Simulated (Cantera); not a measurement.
Standard-state values (1 bar) from the NASA 1993 polynomials, evaluated with Cantera. Values are per mole of reaction as written; species without (g) are pure solids or liquids, kept so even where they would boil at 1 bar. TaC: taken at fixed stoichiometry.

2 C2H6(g) + 2 TaC ⇌ 2 Ta + 3 C2H4(g)

```
T (K)  ΔH° (kJ)  ΔS° (J/K)  ΔG° (kJ)  log10 K
-----  --------  ---------  --------  -------
1573      602.5      186.3     309.4   -10.28
1773      599.6      184.6     272.3    -8.02
1973      596.4      182.9     235.6    -6.24
2173      593.0      181.2     199.2    -4.79
2373      589.5      179.7     163.1    -3.59
2573        ___        ___       ___      ___
2773        ___        ___       ___      ___
2973        ___        ___       ___      ___
```

**Question.** What belongs in the gaps?

**Answer.** 
- 2573, ΔH° (kJ): 585.9
- 2573, ΔS° (J/K): 178.2
- 2573, ΔG° (kJ): 127.3
- 2573, log10 K: -2.58
- 2773, ΔH° (kJ): 582.5
- 2773, ΔS° (J/K): 177.0
- 2773, ΔG° (kJ): 91.8
- 2773, log10 K: -1.73
- 2973, ΔH° (kJ): 579.5
- 2973, ΔS° (J/K): 175.9
- 2973, ΔG° (kJ): 56.5
- 2973, log10 K: -0.99
